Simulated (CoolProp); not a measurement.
Model: reference Helmholtz-energy equation of state, Tillner-Roth 1994, in CoolProp.

Task: Give the vapour pressure (MPa), vapour density (kg/m³), enthalpy of vaporisation (kJ/kg) of saturated R134a at 176 K.

Result: 
```csv
T (K),p (MPa),vapour density (kg/m³),enthalpy of vaporisation (kJ/kg)
176,0.000755,0.0527,260
```
